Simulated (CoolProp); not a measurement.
The fluid at 875.93 K and 2.61 MPa flows at 1.1 m/s in a round tube of 4.6 mm bore and 45 µm roughness, fully developed (64/Re and Nu = 3.66 if laminar; Colebrook and Gnielinski if turbulent). The same conditions are run with several fluids, on thermodynamics alone (safety and materials aside).

Model: reference Helmholtz-energy equation of state of each fluid (dry air: Lemmon 2000; water: Wagner 2002; oxygen: Schmidt 1985; nitrogen: Span 2000), in CoolProp. Blends and air are pseudo-pure fits.

```
fluid     Reynolds number  Darcy friction factor  pressure drop (Pa/m)  heat-transfer coefficient (W/(m² K))  mass flow (kg/h)
--------  ---------------  ---------------------  --------------------  ------------------------------------  ----------------
dry air              1310                 0.0490                  66.3                                  49.0             0.677
water                1010                 0.0635                  54.6                                  64.7             0.430
oxygen               1270                 0.0503                  75.3                                  51.6             0.749
nitrogen             1320                 0.0486                  63.5                                  47.4             0.654
```

Above 300 K oxygen's equation is extrapolated.

Transport values come from each fluid's own correlations.
